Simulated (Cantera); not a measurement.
A jet of CH4 : O2 : N2 = 0.022 : 0.2 : 0.79 (molar parts), equivalence ratio 0.22 at 300 K and 19000 Pa hits a platinum plate 6.1 cm away at a mass flux of 0.021 kg/m²/s; the plate temperature is set and raised in steps from an oxygen-covered start.

Computed with Cantera and Deutschmann's 1995 Pt surface mechanism with GRI-Mech 3.0 gas chemistry. Catalytic surfaces can have several steady states; this one follows from the mechanism file's or the stated starting coverage.

x: mole fraction at the wall; θ: surface coverage.

| plate T (K) | wall x CH4 | wall x O2 | wall x H2O | wall x OH | wall x CO | wall x CO2 | θ free Pt | θ O* | θ OH* |
|---|---|---|---|---|---|---|---|---|---|
| 950 | … | 0.167 | 0.0265 | 7.51e-8 | 3.30e-6 | 0.0175 | 0.200 | 0.798 | 0.00154 |
| 1000 | … | 0.162 | 0.0311 | 2.00e-7 | 2.92e-6 | 0.0206 | 0.261 | 0.737 | 0.00152 |
| 1050 | … | 0.159 | 0.0338 | 4.76e-7 | 2.64e-6 | 0.0224 | 0.323 | 0.675 | 0.00143 |
| 1100 | … | 0.156 | 0.0360 | 1.11e-6 | 4.80e-6 | 0.0235 | 0.386 | 0.613 | 0.00132 |
| 1150 | … | 0.155 | 0.0376 | 2.20e-6 | 6.04e-6 | 0.0244 | 0.447 | 0.552 | 0.00119 |
| 1200 | … | 0.153 | 0.0390 | 4.09e-6 | 7.23e-6 | 0.0252 | 0.506 | 0.492 | 0.00107 |
| 1250 | … | 0.152 | 0.0404 | 7.33e-6 | 7.52e-6 | 0.0257 | 0.563 | 0.436 | 0.000962 |

Task: What belongs in the gaps?

Result: 
- 950, wall x CH4: 0.00745
- 1000, wall x CH4: 0.00493
- 1050, wall x CH4: 0.00339
- 1100, wall x CH4: 0.00206
- 1150, wall x CH4: 0.00127
- 1200, wall x CH4: 0.000659
- 1250, wall x CH4: 0.000165
